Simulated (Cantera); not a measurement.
A freely propagating, adiabatic, planar premixed flame of CH4 : C2H6 : C3H8 : O2 : N2 = 1 : 0.49 : 0.17 : 3.51 : 13.2 (molar parts), equivalence ratio 1.3, unburnt at 398 K and 13300 Pa; mixture-averaged transport, grid criteria slope 0.08 and curve 0.16, no radiation.

Computed with Cantera and GRI-Mech 3.0 (53 species, 325 reactions). Burning velocities carry a grid error of a few per cent, more on coarse grids.

### Question
What does this change do: C3H8 0.17 to 0.21 parts?

### Answer
| quantity | before | after |
|---|---|---|
| laminar burning velocity | 75.8 cm/s | 68.5 cm/s |
| thermal thickness | 2.27 mm | 2.42 mm |
| peak x(O) | 0.00167 | 0.00100 |

### Question
What does this change do: inlet temperature 398 to 673 K?

### Answer
| quantity | before | after |
|---|---|---|
| laminar burning velocity | 75.8 cm/s | 194 cm/s |
| thermal thickness | 2.27 mm | 1.90 mm |
| peak x(O) | 0.00167 | 0.00280 |
